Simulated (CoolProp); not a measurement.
Computed with CoolProp (reference Helmholtz-energy equation of state, Lemmon 2006). It is a short technical equation, of lower accuracy than the large ones.

Q: For toluene, give the phase and the density (kg/m³), speed of sound (m/s), fugacity coefficient at 295 K and 13.8 MPa; 379 K and 13.8 MPa.

A: 
- 295 K and 13.8 MPa: liquid; density 875, speed of sound 1380, fugacity coefficient 0.000422
- 379 K and 13.8 MPa: liquid; density 801, speed of sound 1070, fugacity coefficient 0.0102
